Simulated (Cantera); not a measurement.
Cantera run:

```python
import numpy as np
import cantera as ct

gas_names = """
    CL CL2 H HCL H2 N NH NH2 NH3 N2 N2H2 N2H4 Si SiCL SiCL2 SiCL3 SiCL4 SiH SiHCL3 SiH2 SiH2CL2 SiH3
    SiH3CL SiH4 SiN Si2 Si2N Si3
""".split()
cond_names = """
    NH4CL(a) NH4CL(b) Si(cr) Si(L) Si3N4(a)
""".split()


# ... load() reads the species with a 1 bar reference pressure and builds the phases ...
atoms = {
    'SiH2Cl2': {'Si': 1, 'H': 2, 'CL': 2},
    'Cl2': {'CL': 2},
    'N2': {'N': 2},
}
top_T = {'Si3N4(a)': 2400}  # K; cautious upper limits of use, not melting points


# ... equilibrate(T, P, feed) seeds the gas with the atoms and calls Mixture.equilibrate('TP', solver="vcs", rtol=1e-11, max_steps=5000) ...
results = []
feed = {'SiH2Cl2': 1, 'Cl2': 0.046, 'N2': 41}  # mol
P = 13332.2  # Pa
for T in [1273, 1323, 1373, 1423, 1473, 1523, 1573, 1623, 1673, 1723, 1773]:
    mix = equilibrate(T, P, feed)
    results.append((T, P, feed, dict(zip(mix.species_names, mix.species_moles))))

top = {s: max(r[3][s] / sum(r[3][g] for g in gas_names) for r in results) for s in gas_names}
cols = sorted((s for s in top if top[s] > 1e-06), key=lambda s: -top[s])[:8]
seen = [c for c in cond_names if any(r[3].get(c, 0) > 1e-12 for r in results)]
print("log10 of partial pressures in bar; condensed amounts in mol")
print(f"{'T/K':>10s}" + "".join(f"{s[:9]:>10s}" for s in cols + seen))
for T, P, feed, n in results:
    ng = sum(n[g] for g in gas_names)
    print(f"{T:10.4g}" + "".join(f"{np.log10(max(n[s] / ng * P / 1e5, 1e-99)):10.3f}" for s in cols)
          + "".join(f"{n.get(c, 0):10.4g}" for c in seen))
```

Output:

```
log10 of partial pressures in bar; condensed amounts in mol
       T/K        N2       HCL     SiCL2        H2     SiCL4     SiCL3        CL         H  Si3N4(a)
      1273    -0.895    -2.324    -4.941    -3.110    -3.364    -4.561    -6.986    -7.702    0.2831
      1323    -0.895    -2.322    -4.524    -3.116    -3.394    -4.328    -6.640    -7.358    0.2821
      1373    -0.895    -2.322    -4.148    -3.116    -3.441    -4.127    -6.324    -7.035    0.2792
      1423    -0.895    -2.326    -3.816    -3.106    -3.517    -3.965    -6.037    -6.731     0.273
      1473    -0.896    -2.335    -3.531    -3.083    -3.637    -3.851    -5.782    -6.439    0.2623
      1523    -0.896    -2.350    -3.300    -3.043    -3.817    -3.796    -5.561    -6.158    0.2466
      1573    -0.896    -2.376    -3.122    -2.989    -4.060    -3.801    -5.372    -5.885    0.2267
      1623    -0.896    -2.410    -2.989    -2.927    -4.355    -3.856    -5.211    -5.624    0.2043
      1673    -0.896    -2.454    -2.889    -2.865    -4.682    -3.945    -5.072    -5.376    0.1811
      1723    -0.896    -2.504    -2.813    -2.810    -5.024    -4.055    -4.949    -5.144    0.1583
      1773    -0.896    -2.560    -2.753    -2.761    -5.370    -4.177    -4.839    -4.927    0.1367
```

Method: chemical equilibrium by Gibbs-energy minimisation in Cantera with the NASA 1993 tables (ideal gas, pure condensed phases). N2 is the only nitrogen source here; it is nearly inert below about 1500 K, so the nitride shown seldom forms there in practice. The tables' values for SiCl3, SiCl are old estimates; treat these amounts as uncertain.
